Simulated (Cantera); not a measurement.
Ignition delay

Mixture: CH4 : C2H6 : C3H8 : O2 : N2 : CO2 = 1 : 0.069 : 0.81 : 4.49 : 16.9 : 4 (molar parts), equivalence ratio 1.4, at 54000 Pa, adiabatic and at constant pressure. Ignition delay is the time to a rise of 400 K.

Computed with Cantera and GRI-Mech 3.0 (53 species, 325 reactions). GRI-Mech 3.0 was tuned for natural gas; its chemistry of propane as a main component is partial and can be far from experiment.

```csv
T0 (K),delay (ms)
1125,49.6
1175,17.5
1225,6.73
1275,2.84
1325,1.32
1375,0.679
1425,0.380
1475,0.230
1525,0.150
1575,0.103
```

```yaml
apparent activation energy between 1475 and 1575 K: 160 kJ/mol
```
